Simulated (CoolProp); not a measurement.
Vapour-liquid equilibrium of benzene (1) + dimethyl carbonate (2) at 1.79 MPa; x and y are mole fractions of (1).

Computed with CoolProp (multi-fluid Helmholtz-energy mixture model, Thol 2012 and Zhou 2011; pair parameters Bell 2016).

```csv
x,bubble temperature (K),y at the bubble point,dew temperature at overall composition x (K),liquid density (mol/L)
0.05,489.1,0.058,489.2,8.401
0.2,487.2,0.220,487.4,8.351
0.35,485.9,0.369,486.1,8.301
0.5,485.2,0.509,485.2,8.253
0.65,485.0,0.648,485.0,8.209
0.8,485.5,0.791,485.5,8.169
0.95,486.6,0.945,486.7,8.131
```

y crosses x between x = 0.5 and 0.65: the model has an azeotrope there.

The pair parameters rest on a limited set of measurements; away from them the model extrapolates.
